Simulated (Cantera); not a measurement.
Charge: 1 mol HF, 0.16 mol SO₂, 0.064 mol O₂, at 2598.15 K and 89.0 bar.

Cantera equilibrium calculation (NASA polynomials, part measured and part estimated; ideal gas, pure solids and liquids). Candidate condensed phases: H₂O, H₂SO₄, S; 43 gas species. The ideal-gas law is rough above about 30 bar. The tables' values for SOF₂ are old estimates; treat these amounts as uncertain. Rates play no part.

Base state: HF 0.812, SO₂ 0.129, O₂ 0.0511, F 0.00337, H₂O 0.00154, SO 0.000585, O 0.000553, OH 0.000550 (mole fractions); condensed: gas only.

What changes in the equilibrium state with this change: SO₂ from 0.16 to 0.82 mol?


```
species    before     after
-------  --------  --------
HF          0.812     0.527
SO₂         0.129     0.431
O₂         0.0511    0.0336
SO       0.000585   0.00240
SO₃      0.000432   0.00117
H₂F₂     0.000341  0.000144
SF₂       5.33e-6   1.22e-5
SOF₂      9.44e-5  0.000176
```
